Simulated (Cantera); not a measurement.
A closed system holds: 1 mol SiH4, 0.12 mol C2H4, 81 mol H2, held at 1925 K and 0.0440 bar.

Method: chemical equilibrium by Gibbs-energy minimisation in Cantera with the NASA 1993 tables (ideal gas, pure condensed phases). Candidate condensed phases: C, C6H6, C7H8, C8H18, Si, SiC; 87 gas species. Mutual solubility and eutectic melting of coexisting phases are not modelled. Gases not in the tables: Si2H6 and higher silanes. The numbers say what is thermodynamically allowed, not how fast it happens.

Base state: H2 0.995, H 0.00455, Si 0.000395, SiH2 6.78e-5, SiH 6.74e-5 (mole fractions); condensed: Si(l) + SiC(s).

**Question.** What changes in the equilibrium state with this change: temperature from 1925 K to 925 K?

**Answer.** 
```tsv
species	before	after
H2	0.995	1.000
H	0.00455	1.24e-9
Si	0.000395	<1e-9
SiH2	6.78e-5	<1e-9
SiH	6.74e-5	<1e-9
Si(l), mol	0.715	0
SiC(s), mol	0.239	0.240
Si(s), mol	0	0.760
```
